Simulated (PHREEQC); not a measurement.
Dissolve 0.27 mol Pb(NO3)2, 0.0005 mol NaNO3 and 0.049 mol Cu(NO3)2 per kg of water at 25 °C. Closed to the air; pH follows from the charge balance.

All values are PHREEQC results (ion-association model, phreeqc.dat), not measurements.

Each row changes one thing in this solution. No solid was allowed to form.

```
case                                    pH  ionic strength (mol/kgw)  NO3- (mol/kgw)  PbNO3+ (mol/kgw)  Pb+2 (mol/kgw)  Pb2OH+3 (mol/kgw)  SI of Pb(OH)2 (Pb(OH)2)
------------------------------------  ----  ------------------------  --------------  ----------------  --------------  -----------------  -----------------------
as made                               4.13                     0.619           0.469             0.169           0.101            7.88e-5                    -1.42
temperature from 25 to 65 °C          3.94                     0.631           0.475             0.163           0.107            5.96e-5                    -0.59
0.0078 mol/kgw HNO3 added             2.23                     0.625           0.476             0.170          0.0997            9.77e-7                    -5.22
NaNO3 from 0.0005 to 0.00025 mol/kgw  4.13                     0.619           0.469             0.169           0.101            7.88e-5                    -1.42
Pb(NO3)2 from 0.27 to 0.054 mol/kgw   4.35                     0.264           0.184            0.0227               …            1.30e-5                    -1.48
Cu(NO3)2 left out                     4.09                         …           0.384                 …               …            9.45e-5                    -1.45
Pb(NO3)2 from 0.27 to 0.243 mol/kgw   4.15                     0.581           0.436             0.148          0.0949            7.35e-5                    -1.42
```

### Question
What belongs in the gaps?

### Answer

- Pb(NO3)2 from 0.27 to 0.054 mol/kgw, Pb+2 (mol/kgw): 0.0312
- Cu(NO3)2 left out, ionic strength (mol/kgw): 0.498
- Cu(NO3)2 left out, PbNO3+ (mol/kgw): 0.156
- Cu(NO3)2 left out, Pb+2 (mol/kgw): 0.114

At this temperature some constants are extrapolated from 25 °C, and those without enthalpy data are left unchanged.
